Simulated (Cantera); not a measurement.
# Thermodynamics of metals in furnace atmospheres, feed Fe + CO2 + CO

A closed system holds: 1 mol Fe, 0.068 mol CO2, 11 mol CO, held at 10000 Pa.

Cantera equilibrium calculation (NASA polynomials, part measured and part estimated; ideal gas, pure solids and liquids). Candidate condensed phases: C, Fe, Fe(CO)5, FeO, Fe2O3, Fe3O4; 15 gas species. Rates play no part.

At 1148 K the condensed part is Fe(α). From 1198 K to 1448 K the condensed part is Fe(γ).

| T (K) | x CO | x CO2 | x Fe | n Fe(α) | n Fe(γ) |
|---|---|---|---|---|---|
| 1148 | 0.994 | 0.00614 | 7.98e-11 | 1.00 | 0 |
| 1198 | 0.994 | 0.00614 | 4.64e-10 | 0 | 1.00 |
| 1248 | 0.994 | 0.00614 | 2.33e-9 | 0 | 1.00 |
| 1298 | 0.994 | 0.00614 | 1.03e-8 | 0 | 1.00 |
| 1348 | 0.994 | 0.00614 | 4.08e-8 | 0 | 1.00 |
| 1398 | 0.994 | 0.00614 | 1.46e-7 | 0 | 1.000 |
| 1448 | 0.994 | 0.00614 | 4.77e-7 | 0 | 1.000 |
x: gas mole fraction; n: condensed amount in mol.
